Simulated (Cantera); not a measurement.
A Cantera script and its output.

```python
import numpy as np
import cantera as ct

gas = ct.Solution("h2o2.yaml")
gas.TPX = 1150, 100000, {'H2': 1, 'O2': 0.758, 'N2': 2.85}
reactor = ct.IdealGasReactor(gas, energy="on", clone=False)
net = ct.ReactorNet([reactor])
net.rtol, net.atol = 1e-08, 1e-16
show = ['H2', 'O2', 'OH', 'HO2', 'O']
times = np.geomspace(1e-06, 0.8, 16)

steps = ct.SolutionArray(gas, extra=["t"])
rows = []
print(f"{'t/s':>10s}{'T/K':>9s}{'P/Pa':>11s}" + "".join(f"{s:>11s}" for s in show))
for t in times:
    while net.time < t:
        t_next = net.step()
        steps.append(gas.state, t=t_next)
    rows.append([np.interp(t, steps.t, y) for y in (steps.T, steps.P, *steps(*show).X.T)])
    print(f"{t:10.3e}{rows[-1][0]:9.1f}{rows[-1][1]:11.4g}" + "".join(f"{x:11.3e}" for x in rows[-1][2:]))
rate = np.gradient(steps.T, steps.t)
print("integrator steps:", len(steps.t))
if steps.T.max() > steps.T[0] + 200:
    print(f"time of steepest temperature rise: {steps.t[rate.argmax()]:.4e} s")
gas.TPX = 1150, 100000, {'H2': 1, 'O2': 0.758, 'N2': 2.85}
gas.equilibrate("UV")
print(f"equilibrium (UV): T = {gas.T:.1f} K  " + "  ".join(f"{s} {gas[s].X[0]:.3e}" for s in show))
```

Output:

```
       t/s      T/K       P/Pa         H2         O2         OH        HO2          O
 1.000e-06   1150.0      1e+05  2.170e-01  1.645e-01  4.708e-11  9.519e-10  7.504e-11
 2.475e-06   1150.0      1e+05  2.170e-01  1.645e-01  1.814e-10  2.500e-09  3.419e-10
 6.125e-06   1150.0      1e+05  2.170e-01  1.645e-01  8.800e-10  7.591e-09  1.779e-09
 1.516e-05   1150.0      1e+05  2.170e-01  1.645e-01  1.226e-08  5.420e-08  2.521e-08
 3.751e-05   1150.2      1e+05  2.169e-01  1.644e-01  5.136e-06  1.546e-05  1.008e-05
 9.283e-05   2582.1  2.061e+05  1.631e-02  5.878e-02  2.846e-02  1.394e-05  1.159e-02
 2.297e-04   2739.8  2.164e+05  1.041e-02  5.820e-02  2.510e-02  1.710e-05  7.032e-03
 5.686e-04   2739.8  2.164e+05  1.041e-02  5.820e-02  2.510e-02  1.710e-05  7.032e-03
 1.407e-03   2739.8  2.164e+05  1.041e-02  5.820e-02  2.510e-02  1.710e-05  7.032e-03
 3.482e-03   2739.8  2.164e+05  1.041e-02  5.820e-02  2.510e-02  1.710e-05  7.032e-03
 8.618e-03   2739.8  2.164e+05  1.041e-02  5.820e-02  2.510e-02  1.710e-05  7.032e-03
 2.133e-02   2739.8  2.164e+05  1.041e-02  5.820e-02  2.510e-02  1.710e-05  7.032e-03
 5.278e-02   2739.8  2.164e+05  1.041e-02  5.820e-02  2.510e-02  1.710e-05  7.032e-03
 1.306e-01   2739.8  2.164e+05  1.041e-02  5.820e-02  2.510e-02  1.710e-05  7.032e-03
 3.233e-01   2739.8  2.164e+05  1.041e-02  5.820e-02  2.510e-02  1.710e-05  7.032e-03
 8.000e-01   2739.8  2.164e+05  1.041e-02  5.820e-02  2.510e-02  1.710e-05  7.032e-03
integrator steps: 1077
time of steepest temperature rise: 6.0934e-05 s
equilibrium (UV): T = 2739.8 K  H2 1.041e-02  O2 5.820e-02  OH 2.510e-02  HO2 1.710e-05  O 7.032e-03
```

Detailed kinetics in Cantera: the H2/O2 subset of GRI-Mech 3.0, which has no nitrogen chemistry.
